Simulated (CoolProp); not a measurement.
Vapour-liquid equilibrium of carbon dioxide (1) + neopentane (2) at 262.8 K; x and y are mole fractions of (1).

Values from CoolProp's multi-fluid Helmholtz-energy mixture model, Span 1996 and Lemmon 2006; pair parameters Bell 2016.

| x | bubble pressure (bar) | y at the bubble point | dew pressure at overall composition x (bar) | liquid density (mol/L) |
|---|---|---|---|---|
| 0.05 | 2.228 | 0.790 | 0.4896 | 8.930 |
| 0.2 | 7.619 | 0.938 | 0.5824 | 9.984 |
| 0.35 | 12.14 | 0.962 | 0.7176 | 11.24 |
| 0.5 | 15.42 | 0.971 | 0.9335 | 12.77 |
| 0.65 | 18.01 | 0.977 | 1.334 | 14.69 |
| 0.8 | 20.80 | 0.984 | 2.337 | 17.22 |
| 0.95 | 24.62 | 0.995 | 9.394 | 20.80 |

No azeotrope shows between x = 0.05 and 0.95.

Pair parameters are fitted to limited data, so mixtures are less certain than the pure fluids. The gap from Raoult's law changes sign with composition, which may be real or a fault of the pair parameters; it wasn't checked against measurements.
